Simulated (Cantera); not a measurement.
Input: 1 mol C2H5OH, 0.18 mol NH3, equilibrated at 1450 °C and 1500 Torr.

Cantera equilibrium calculation (NASA polynomials, part measured and part estimated; ideal gas, pure solids and liquids). Candidate condensed phases: C, C6H6, C7H8, C8H18, H2O; 136 gas species. Rates play no part.

What is the equilibrium state?


| Property | Value |
|---|---|
| x(H2) | 0.748 |
| x(CO) | 0.229 |
| x(N2) | 0.0204 |
| x(CH4) | 0.00113 |
| x(HCN) | 0.000512 |
| x(H2O) | 0.000146 |
| x(H) | 0.000112 |
| x(C2H2 (acetylene)) | 6.77e-5 |
| x(HNC) | 1.62e-5 |
| n(C(graphite)) | 0.993 mol |
| gas amount | 4.355 mol |
